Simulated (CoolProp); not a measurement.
Aqueous sodium chloride as a coolant, 14 % by mass, freezing at -9.9 °C, 1 atm.

Computed with CoolProp (Melinder's fits for secondary coolants).

| T (°C) | viscosity (mPa s) | Prandtl number | density (kg/m³) | conductivity (W/(m K)) |
|---|---|---|---|---|
| -7.9 | 2.96 | 19.3 | 1111 | 0.540 |
| -2.8 | (withheld) | (withheld) | 1109 | 0.548 |
| 2.2 | 2.12 | 13.5 | (withheld) | 0.556 |
| 7.3 | 1.82 | 11.5 | 1106 | 0.565 |
| 12.4 | 1.58 | 9.86 | 1104 | 0.573 |
| 17.5 | 1.39 | 8.54 | 1102 | 0.581 |
| 22.6 | 1.23 | 7.48 | 1100 | 0.589 |
| 27.7 | 1.10 | 6.62 | 1097 | 0.597 |
| 32.8 | 0.996 | 5.93 | 1095 | (withheld) |

### Question
Some entries are withheld; supply them.

### Answer

- -2.8, viscosity (mPa s): 2.49
- -2.8, Prandtl number: 16.1
- 2.2, density (kg/m³): 1108
- 32.8, conductivity (W/(m K)): 0.605
